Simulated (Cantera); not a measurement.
A perfectly stirred reactor is fed with N2O : H2 : N2 = 1 : 0.012 : 2.2 (molar parts), at 0.270 bar; it is held at 1425 K, and followed from long to short residence time.

Cantera simulation using GRI-Mech 3.0 (53 species, 325 reactions); the numbers are that mechanism's predictions, not measurements. GRI-Mech 3.0 was tuned for natural gas; its chemistry of N2O as a main component is partial and can be far from experiment. The temperature is held fixed by assumption; the heat of reaction is taken as removed at once.

Q: What does this change do: N2 2.2 to 0.23 parts?

A: 
```json
[
 {"quantity": "x(N2O) at τ = 0.370 s", "before": "0.0907", "after": "0.201"},
 {"quantity": "x(H2) at τ = 0.370 s", "before": "1.87e-5", "after": "2.97e-5"},
 {"quantity": "x(NO2) at τ = 0.370 s", "before": "9.44e-5", "after": "0.000269"},
 {"quantity": "x(O) at τ = 0.370 s", "before": "2.67e-5", "after": "2.71e-5"},
 {"quantity": "x(O2) at τ = 0.370 s", "before": "0.0773", "after": "0.175"},
 {"quantity": "x(N2O) at τ = 6.10 ms", "before": "0.296", "after": "0.757"},
 {"quantity": "x(H2) at τ = 6.10 ms", "before": "0.000638", "after": "0.00123"},
 {"quantity": "x(NO2) at τ = 6.10 ms", "before": "4.19e-5", "after": "0.000191"},
 {"quantity": "x(O) at τ = 6.10 ms", "before": "2.97e-5", "after": "3.13e-5"},
 {"quantity": "x(O2) at τ = 6.10 ms", "before": "0.00432", "after": "0.0114"}
]
```

Q: What does this change do: temperature 1425 to 1173 K?

A: 
```json
[
 {"quantity": "x(N2O) at τ = 0.370 s", "before": "0.0907", "after": "0.295"},
 {"quantity": "x(H2) at τ = 0.370 s", "before": "1.87e-5", "after": "0.000202"},
 {"quantity": "x(NO2) at τ = 0.370 s", "before": "9.44e-5", "after": "3.17e-5"},
 {"quantity": "x(O) at τ = 0.370 s", "before": "2.67e-5", "after": "1.13e-6"},
 {"quantity": "x(O2) at τ = 0.370 s", "before": "0.0773", "after": "0.00489"},
 {"quantity": "x(N2O) at τ = 6.10 ms", "before": "0.296", "after": "0.310"},
 {"quantity": "x(H2) at τ = 6.10 ms", "before": "0.000638", "after": "0.00272"},
 {"quantity": "x(NO2) at τ = 6.10 ms", "before": "4.19e-5", "after": "3.65e-7"},
 {"quantity": "x(O) at τ = 6.10 ms", "before": "2.97e-5", "after": "9.25e-7"},
 {"quantity": "x(O2) at τ = 6.10 ms", "before": "0.00432", "after": "7.38e-5"}
]
```
The mechanism lacks the step 2 NO + O2 → 2 NO2, which can matter for NO2 below about 1400 K.
